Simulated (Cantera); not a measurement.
A closed system holds: 1 mol CH3SiCl3, 0.13 mol C2H4, 4.5 mol H2, equilibrated at 1.30 mbar.

These are equilibrium values from Cantera (NASA tables, ideal gas, pure condensed phases), not measurements of a reactor. Candidate condensed phases: C, C6H6, C7H8, C8H18, Si, SiC; 109 gas species. The feed counts by its element totals alone. Equilibrium is a limit: real reactors are often held back by kinetics, nucleation or transport.

Over these rows the condensed part is C(graphite) + SiC(s). Partial pressures as log10 of bar:

```json
[
 {"T (K)": "1323", "1000/T (1/K)": "0.7559", "log p SiCl4": "-6.42", "log p H2": "-3.10", "log p HCl": "-3.31"},
 {"T (K)": "1423", "1000/T (1/K)": "0.7027", "log p SiCl4": "-6.99", "log p H2": "-3.10", "log p HCl": "-3.31"},
 {"T (K)": "1523", "1000/T (1/K)": "0.6566", "log p SiCl4": "?", "log p H2": "-3.09", "log p HCl": "-3.31"},
 {"T (K)": "1623", "1000/T (1/K)": "0.6161", "log p SiCl4": "-7.97", "log p H2": "-3.09", "log p HCl": "-3.32"},
 {"T (K)": "1723", "1000/T (1/K)": "0.5804", "log p SiCl4": "-8.39", "log p H2": "-3.09", "log p HCl": "-3.33"},
 {"T (K)": "1823", "1000/T (1/K)": "0.5485", "log p SiCl4": "-8.78", "log p H2": "-3.09", "log p HCl": "-3.34"}
]
```

Question: Fit log p(SiCl4) = a + b·(1000/T) to the five rows, give the apparent enthalpy, and predict the row at 1523 K.

Answer: Means: 1000/T = 0.6407, log p = -7.710. Sxy = 0.339302, Sxx = 0.0298571, so b = 11.36 and a = -7.710 − (11.36)×0.6407 = -14.99.
Apparent enthalpy: −19.145 × (11.36) = -217 kJ/mol. With the condensed phases at unit activity, SiC(s) + 4 HCl(g) = SiCl4(g) + C(graphite) + 2 H2(g) links this pressure to the main gases: over the six rows their terms move log p by -0.14 in all, so the slope isn't that reaction's ΔH° alone. The five rows lie within 0.02 of the line.
Prediction at 1523 K: -14.99 + (11.36)×0.6566 = -7.53. The computed value is -7.51, 0.02 from the line.
